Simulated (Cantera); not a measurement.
Input: 1 mol MgSO₄, 5.5 mol CO₂, 0.023 mol H₂O, equilibrated at 1 atm.

Method: chemical equilibrium by Gibbs-energy minimisation in Cantera with the NASA 1993 tables (ideal gas, pure condensed phases). Candidate condensed phases: C, C₆H₆, C₇H₈, C₈H₁₈, H₂O, H₂SO₄, Mg, MgCO₃, MgO, Mg(OH)₂, MgS, MgSO₄, S; 130 gas species. Mutual solubility and eutectic melting of coexisting phases are not modelled. Rates play no part.

log p: log10 of the partial pressure in bar; n: condensed amount in mol.

```tsv
T (K)	log p CO₂	log p SO₂	log p O₂	log p CO	n MgSO₄(s)	n MgO(s)
700	0.00	-9.26	-9.56	…	1.00	0
850	0.00	-5.92	-6.22	…	1.000	0
1000	0.00	-3.60	-3.90	…	0.999	0.00140
1150	0.00	-1.91	-2.21	…	0.929	0.0713
1300	-0.10	-0.85	-1.15	…	0	1.00
1450	-0.10	-0.85	-1.15	…	0	1.00
1600	-0.10	-0.84	-1.14	…	0	1.00
1750	-0.10	-0.84	-1.14	…	0	1.00
1900	-0.10	-0.84	-1.14	…	0	1.00
2050	-0.10	-0.84	-1.13	…	0	1.000
```

Q: Some entries are withheld; supply them.

A: 
- 700, log p CO: -11.77
- 850, log p CO: -9.71
- 1000, log p CO: -8.26
- 1150, log p CO: -7.19
- 1300, log p CO: -6.34
- 1450, log p CO: -5.17
- 1600, log p CO: -4.23
- 1750, log p CO: -3.45
- 1900, log p CO: -2.79
- 2050, log p CO: -2.24
